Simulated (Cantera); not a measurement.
**Silicon nitride deposition: SiHCl3 + NH3**

Charge: 1 mol SiHCl3, a varied amount of NH3, held at 1627 °C and 0.000660 bar.

These are equilibrium values from Cantera (NASA tables, ideal gas, pure condensed phases), not measurements of a reactor. Candidate condensed phases: NH4Cl, Si, Si3N4; 28 gas species. The tables' values for SiCl, SiCl3, SiN are old estimates; treat these amounts as uncertain. Gases not in the tables: Si2H6 and higher silanes. The numbers say what is thermodynamically allowed, not how fast it happens.

From 3.7 mol NH3 to 28 mol NH3 nothing is condensed. The main Si-bearing gas is SiCl2 at 3.7 mol NH3 and Si at 28 mol NH3.

```tsv
n(NH3) (mol)	log p H2	log p N2	log p HCl	log p SiCl2	log p H	log p Si
3.7	-3.45	-3.90	-4.04	-4.27	-4.82	-4.96
4.6	-3.43	-3.88	-4.09	-4.37	-4.81	-4.94
5.6	-3.41	-3.87	-4.14	-4.47	-4.81	-4.94
6.8	-3.40	-3.86	-4.19	-4.57	-4.80	-4.93
8.4	-3.39	-3.85	-4.24	-4.69	-4.80	-4.94
10	-3.38	-3.84	-4.28	-4.80	-4.79	-4.95
12	-3.37	-3.83	-4.33	-4.92	-4.79	-4.97
15	-3.37	-3.82	-4.39	-5.07	-4.78	-5.00
19	-3.36	-3.82	-4.45	-5.25	-4.78	-5.03
23	-3.35	-3.81	-4.51	-5.41	-4.78	-5.07
28	-3.35	-3.81	-4.57	-5.58	-4.77	-5.12
```
log p: log10 of the partial pressure in bar; nothing condenses.
